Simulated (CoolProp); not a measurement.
Values from CoolProp's reference Helmholtz-energy equation of state, Lemmon 2006. It is a short technical equation, of lower accuracy than the large ones.

### Question
For n-nonane, give the phase and the speed of sound (m/s), Joule-Thomson coefficient (K/MPa), viscosity (µPa s) at 326.85 °C and 0.475 MPa; 326.85 °C and 1.14 MPa.

### Answer
- 326.85 °C and 0.475 MPa: gas; speed of sound 185, Joule-Thomson coefficient 8.58, viscosity 10.8
- 326.85 °C and 1.14 MPa: gas; speed of sound 161, Joule-Thomson coefficient 10.8, viscosity 11.1

Viscosity comes from a separate model (Huber 2004).
